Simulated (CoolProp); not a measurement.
A simple Rankine cycle with cis-2-butene: condensing at 310.15 K, boiler at 2.38 MPa, turbine inlet 402.9 K, turbine efficiency 0.85, pump efficiency 0.8, no recuperator. Each further row changes one setting.

Model: reference Helmholtz-energy equation of state, Lemmon 2005, in CoolProp. It is a short technical equation, of lower accuracy than the large ones.

```
case                             thermal efficiency (%)  net work (kJ/kg)  heat in (kJ/kg)  turbine exit temperature (K)  volume ratio over the turbine
-------------------------------  ----------------------  ----------------  ---------------  ----------------------------  -----------------------------
as stated                                          14.9              70.1              471                         323.3                           8.78
turbine inlet 422.9 K                              15.1              79.3              524                         349.0                           8.19
condensing temperature 302.15 K                    16.1              78.8              489                         316.1                           11.1
boiler pressure 1.67 MPa                           13.1              65.8              502                         344.4                           5.52
turbine efficiency 0.75                            13.0              61.3              471                         328.5                           8.97
```
